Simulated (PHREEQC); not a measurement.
A PHREEQC speciation (ion-association model, wateq4f.dat) at 25 °C gives pH 1.16 and these molalities:

| species | mol/kgw |
|---|---|
| HSO4- | 0.118 |
| H+ | 0.0891 |
| FeSO4+ | 0.0713 |
| SO4-2 | 0.0505 |
| FeHSO4+2 | 0.0326 |
| Fe(SO4)2- | 0.0183 |
| Fe+3 | 0.00359 |
| AlSO4+ | 0.000916 |
| Al(SO4)2- | 0.000353 |
| Al+3 | 0.000157 |
| FeOH+2 | 0.000140 |
| AlHSO4+2 | 1.36e-5 |
| Fe2(OH)2+4 | 4.84e-6 |
| Fe(OH)2+ | 2.31e-7 |

What are the element totals, and what could have been dissolved in 1 kg of water to give them?

One answer among several that fit: totals Al 0.00144, Fe(3) 0.126, S(6) 0.311 mol/kgw, from 0.12 mol H2SO4, 0.00072 mol Al2(SO4)3 and 0.063 mol Fe2(SO4)3 per kg of water.

No solid was allowed to form. Examples of supersaturated solids here: Hematite (slow to form), Goethite (slow to form). Others may be too.
